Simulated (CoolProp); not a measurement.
R245fa along the isotherm 60.75 °C: fugacity coefficient from the reference equation and from simpler models built on Tc = 153.9 °C, pc = 3.651 MPa, ω = 0.378; each cubic takes its own stable root.

Computed with CoolProp (reference Helmholtz-energy equation of state, Akasaka 2015).

```csv
p (MPa),phase,reference,van der Waals,Redlich-Kwong,Soave-Redlich-Kwong,Peng-Robinson
1.01,liquid,0.4263,0.8531,0.6557,0.4341,0.4261
2.03,liquid,0.2207,0.5323,0.3420,0.2257,0.2205
3.04,liquid,0.1532,0.3795,0.2392,0.1574,0.1530
4.06,liquid,0.1194,0.3033,0.1876,0.1231,0.1190
5.07,liquid,0.09937,0.2588,0.1572,0.1029,0.09902
6.08,liquid,0.08614,0.2298,0.1371,0.08958,0.08575
7.1,liquid,0.07670,0.2095,0.1228,0.08006,0.07627
8.11,liquid,0.06978,0.1950,0.1124,0.07311,0.06931
9.13,liquid,0.06443,0.1842,0.1044,0.06776,0.06393
```

At some of these states van der Waals gives the other phase, because its saturation line lies elsewhere.
